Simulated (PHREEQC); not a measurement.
Dissolve 0.198 mol/kgw BaCl2 at 20 °C. Closed to the air; pH follows from the charge balance.

Equilibrium calculation in PHREEQC: ion-association model, phreeqc.dat.

```json
{
 "ionic_strength": "0.594 mol/kgw",
 "activity_of_water": "0.990",
 "specific_conductance": "29500 µS/cm",
 "density": "1.034 g/cm³"
}
```

| species | molality | activity | log γ |
|---|---|---|---|
| Cl- | 0.396 | 0.254 | -0.193 |
| Ba+2 | 0.198 | 0.0409 | -0.685 |
| H+ | 1.31e-7 | 9.92e-8 | -0.119 |
| OH- | 1.10e-7 | 6.83e-8 | -0.207 |
| BaOH+ | 2.06e-8 | 1.38e-8 | -0.172 |

Precipitation was switched off in this run.
